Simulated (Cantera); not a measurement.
Thermodynamics of abatement and gas-phase synthesis, feed CO2 + SO2 + H2

Feed: 1 mol CO2, 0.021 mol SO2, 19 mol H2, held at 0.100 bar.

Equilibrium computed with Cantera from the NASA thermochemical tables; the gas is ideal and each condensed phase is pure. Candidate condensed phases: C, C6H6, C7H8, C8H18, H2O, H2SO4, S; 123 gas species. Kinetics and transport are ignored.

From 2450 K to 3350 K nothing is condensed. The main C-bearing gas is CO throughout.

| T (K) | x H2 | x H | x H2O | x CO | x O | x OH | x S | x CO2 |
|---|---|---|---|---|---|---|---|---|
| 2450 | 0.842 | 0.0583 | 0.0493 | 0.0480 | 3.06e-5 | 0.000667 | 0.000322 | 0.000464 |
| 2550 | 0.813 | 0.0889 | 0.0479 | 0.0473 | 8.20e-5 | 0.00115 | 0.000394 | 0.000440 |
| 2650 | 0.774 | 0.130 | 0.0460 | 0.0462 | 0.000204 | 0.00189 | 0.000455 | 0.000416 |
| 2750 | 0.723 | 0.184 | 0.0432 | 0.0449 | 0.000475 | 0.00295 | 0.000502 | 0.000391 |
| 2850 | 0.661 | 0.250 | 0.0394 | 0.0432 | 0.00104 | 0.00438 | 0.000535 | 0.000364 |
| 2950 | 0.587 | 0.327 | 0.0345 | 0.0412 | 0.00211 | 0.00613 | 0.000554 | 0.000331 |
| 3050 | 0.506 | 0.413 | 0.0283 | 0.0389 | 0.00397 | 0.00798 | 0.000562 | 0.000290 |
| 3150 | 0.422 | 0.503 | 0.0214 | 0.0366 | 0.00682 | 0.00948 | 0.000563 | 0.000242 |
| 3250 | 0.339 | 0.591 | 0.0146 | 0.0342 | 0.0105 | 0.0101 | 0.000560 | 0.000187 |
| 3350 | 0.263 | 0.671 | 0.00890 | 0.0321 | 0.0145 | 0.00960 | 0.000556 | 0.000135 |
x: gas mole fraction; nothing condenses.
